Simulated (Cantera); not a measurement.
Charge: 1 mol Cu, 1.5 mol CO₂, 5.1 mol N₂, at 877 °C and 13300 Pa.

Cantera equilibrium calculation (NASA polynomials, part measured and part estimated; ideal gas, pure solids and liquids). Candidate condensed phases: C, Cu, CuO, Cu₂O; 27 gas species. Mutual solubility and eutectic melting of coexisting phases are not modelled. The numbers say what is thermodynamically allowed, not how fast it happens.

Base state: N₂ 0.773, CO₂ 0.227 (mole fractions); condensed: Cu(s) + Cu₂O(s).

Problem. What changes in the equilibrium state with this change: temperature from 877 °C to 1600 °C?

Solution. 
```
species        before     after
------------  -------  --------
N₂              0.773     0.763
CO₂             0.227     0.219
Cu            2.17e-8   0.00913
O               <1e-9   3.13e-5
Cu₂             <1e-9   2.37e-5
CuO             <1e-9   1.96e-5
O₂            1.49e-7   0.00234
NO            1.10e-7  0.000548
Cu(s), mol      1.000         0
Cu₂O(s), mol  5.16e-5         0
Cu(l), mol          0     0.939
```
